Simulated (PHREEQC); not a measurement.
Make-up at 25 °C: 8 mmol/kgw LiOH and 52 mmol/kgw NH4Br. Closed to the air; pH follows from the charge balance.

The numbers come from PHREEQC with the ion-association model, phreeqc.dat.

Precipitation was switched off in this run.

### Question
Predict the pH, density, specific conductance.

### Answer
pH 8.61; density 1.000 g/cm³; specific conductance 6520 µS/cm.

### Question
In which forms is N present?

### Answer
NH4+ 85 %, NH3 15 % of the N.
